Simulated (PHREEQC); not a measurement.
Consider water at 94 °C with 9.3 mmol/kgw Cu(NO3)2, 0.17 mmol/kgw H2SO4 and 31 mmol/kgw FeCl3. Closed to the air; pH follows from the charge balance.

The numbers come from PHREEQC with the ion-association model, wateq4f.dat.

```tsv
quantity	before	after
pH	1.80	3.53
ionic strength (mol/kgw)	0.152	0.0281
Cu+2 (mol/kgw)	0.00457	0.00922
CuOH+ (mol/kgw)	1.25e-9	1.91e-7
Cu2(OH)2+2 (mol/kgw)	3.23e-10	5.99e-6
SI of Tenorite (CuO)	-4.77	-0.79
SI of Cu(OH)2 (Cu(OH)2)	-5.79	-1.81
```

### Question
Name the change that produced these shifts.
(A) FeCl3 replaced by SrCl2 at the same molality
(B) H2SO4 left out
(C) FeCl3 left out
(D) 0.0058 mol/kgw KCl added
(E) temperature from 94 to 80 °C

### Answer
C, FeCl3 left out

This is a speciation only: nothing precipitates in the calculation. Some of these states are supersaturated (in Hematite (slow to form), Goethite (slow to form), for instance). At this temperature some constants are extrapolated from 25 °C, and those without enthalpy data are left unchanged.
